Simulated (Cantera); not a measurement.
An adiabatic, constant-volume homogeneous reactor starts with CO : H₂ : O₂ : N₂ = 1 : 0.12 : 0.596 : 2.24 (molar parts), equivalence ratio 0.94, at 1325 K and 2.47 atm. Integrator tolerance rtol = 1e-08.

Computed with Cantera and GRI-Mech 3.0 (53 species, 325 reactions). The hydrogen kinetics of GRI-Mech 3.0 are dated; newer H2 mechanisms differ, most at raised pressure.

| quantity | before | after |
|---|---|---|
| time of steepest temperature rise | 23.1 µs | 14.6 µs |
| temperature at 0.300 s | 2920 K | 2947 K |
| equilibrium temperature | 2920 K | 2947 K |
| x(CO) at 0.300 s | 0.0958 (gas-phase equilibrium 0.0958) | 0.103 (gas-phase equilibrium 0.103) |
| x(H₂) at 0.300 s | 0.00184 (gas-phase equilibrium 0.00184) | 0.00198 (gas-phase equilibrium 0.00198) |
| x(O₂) at 0.300 s | 0.0441 (gas-phase equilibrium 0.0441) | 0.0463 (gas-phase equilibrium 0.0463) |
| x(OH) at 0.300 s | 0.0101 (gas-phase equilibrium 0.0101) | 0.0109 (gas-phase equilibrium 0.0109) |
| x(HO₂) at 0.300 s | 8.50e-6 (gas-phase equilibrium 8.50e-6) | 8.94e-6 (gas-phase equilibrium 8.94e-6) |
| x(NO) at 0.300 s | 0.0175 (gas-phase equilibrium 0.0175) | 0.0185 (gas-phase equilibrium 0.0185) |

What was changed between the two runs?
A) initial temperature 1325 to 1450 K
B) CO 1 to 0.38 parts
C) constant pressure in place of constant volume
D) N2 2.24 to 3.5 parts

A, initial temperature 1325 to 1450 K
